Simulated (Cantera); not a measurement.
Input: 1 mol B₂O₃, 2.7 mol H₂O, 0.39 mol N₂, held at 0.200 bar.

Method: chemical equilibrium by Gibbs-energy minimisation in Cantera with the NASA 1993 tables (ideal gas, pure condensed phases). Candidate condensed phases: B, BN, B₂O₃, B₃O₃H₃, H₂O; 39 gas species. Gases not in the tables: H₃BO₃. Equilibrium is a limit: real reactors are often held back by kinetics, nucleation or transport. All values below are at 1002 °C.

Base state: H₂O 0.866, N₂ 0.126, HBO₂ 0.00471, (HBO₂)₃ 0.00323, H₂ 2.93e-5, O₂ 1.33e-5 (mole fractions); condensed: B₂O₃(l).

What changes in the equilibrium state with this change: pressure from 0.200 bar to 33.0 Pa?


```tsv
species	before	after
H₂O	0.866	0.771
N₂	0.126	0.119
HBO₂	0.00471	0.109
B₂O₃	4.60e-7	0.000279
(HBO₂)₃	0.00323	0.000110
O₂	1.33e-5	0.000106
OH	3.07e-6	2.41e-5
B₂O₃(l), mol	0.978	0.820
```
